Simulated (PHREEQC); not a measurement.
Make-up at 25 °C: 180 mmol/kgw CsOH, 2.1 mmol/kgw CO2 and 0.79 mmol/kgw K2CO3. Closed to the air; pH follows from the charge balance.

All values are PHREEQC results (ion-association model, wateq4f.dat), not measurements.

```yaml
pH: 13.10
ionic_strength: 0.184 mol/kgw
activity_of_water: 0.994
total_alkalinity: 182 meq/kg
```

```tsv
species	molality	activity	log γ
Cs+	0.180	0.135	-0.125
OH-	0.176	0.125	-0.147
CO3-2	0.00289	0.000919	-0.497
K+	0.00158	0.00113	-0.144
HCO3-	2.07e-6	1.55e-6	-0.124
```

This is a speciation only: nothing precipitates in the calculation.
